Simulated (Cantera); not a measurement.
Cantera run:

```python
import numpy as np
import cantera as ct

gas_names = """
    AL ALH ALN ALO ALOH ALO2 ALO2H AL2 AL2O AL2O2 H HALO HNO HNO2 HNO3 HO2 H2 H2O H2O2 N NH NH2 NH3
    NH2OH NO NO2 NO3 N2 N2H2 N2H4 N2O O OH O2 O3
""".split()
cond_names = """
    AL(cr) AL(L) ALN(s) AL2O3(a) AL2O3(L) H2O(s) H2O(L)
""".split()


# ... load() reads the species with a 1 bar reference pressure and builds the phases ...
atoms = {
    'Al2O3': {'AL': 2, 'O': 3},
    'H2': {'H': 2},
    'N2': {'N': 2},
}
top_T = {'ALN(s)': 2750}  # K; cautious upper limits of use, not melting points


# ... equilibrate(T, P, feed) seeds the gas with the atoms and calls Mixture.equilibrate('TP', solver="vcs", rtol=1e-11, max_steps=5000) ...
results = []
feed = {'Al2O3': 1, 'H2': 1.6, 'N2': 1.1}  # mol
T = 673.15  # K
P = 100000  # Pa
mix = equilibrate(T, P, feed)
results.append((T, P, feed, dict(zip(mix.species_names, mix.species_moles))))
print(gas.report(threshold=1e-05))
for i in range(1, mix.n_phases):
    print(f"{mix.phase(i).name:16s} {mix.phase_moles(i):12.5e} mol")
```

It prints:

```
       temperature   673.15 K
          pressure   1e+05 Pa
           density   0.22614 kg/m^3
  mean mol. weight   12.657 kg/kmol
   phase of matter   gas

                          1 kg             1 kmol
                     ---------------   ---------------
          enthalpy        8.5845e+05        1.0865e+07  J
   internal energy        4.1624e+05        5.2682e+06  J
           entropy             14654        1.8547e+05  J/K
    Gibbs function       -9.0061e+06       -1.1399e+08  J
 heat capacity c_p            2360.6             29878  J/K
 heat capacity c_v            1703.7             21563  J/K

                      mass frac. Y      mole frac. X     chem. pot. / RT
                     ---------------   ---------------   ---------------
                H2          0.093831           0.58908           -17.149
               NH3         0.0052126         0.0038738            -38.15
                N2           0.90096           0.40705           -24.852
     [  +32 minor]        1.0453e-09        7.3441e-10

AL(cr)            0.00000e+00 mol
ALN(s)            1.31683e-09 mol
AL2O3(a)          1.00000e+00 mol
```

Equilibrium computed with Cantera from the NASA thermochemical tables; the gas is ideal and each condensed phase is pure.
